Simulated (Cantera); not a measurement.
Charge: 1 mol SiCl₄, 0.52 mol HCl, 0.46 mol H₂, equilibrated at 0.100 bar.

Equilibrium computed with Cantera from the NASA thermochemical tables; the gas is ideal and each condensed phase is pure. Candidate condensed phases: Si; 19 gas species. The tables' values for SiCl₃ are old estimates; treat these amounts as uncertain. The numbers say what is thermodynamically allowed, not how fast it happens. All values below are at 1025 K.

Base state: SiCl₄ 0.501, HCl 0.267, H₂ 0.228, SiHCl₃ 0.00368, SiCl₃ 0.000580, SiCl₂ 1.40e-5 (mole fractions); condensed: gas only.

**Question.** What changes in the equilibrium state with this change: HCl from 0.52 to 1.3 mol?

**Answer.** 
```csv
species,before,after
HCl,0.267,0.472
SiCl₄,0.501,0.361
H₂,0.228,0.165
SiCl₂,1.40e-5,2.34e-6
SiHCl₃,0.00368,0.00109
SiCl₃,0.000580,0.000201
```
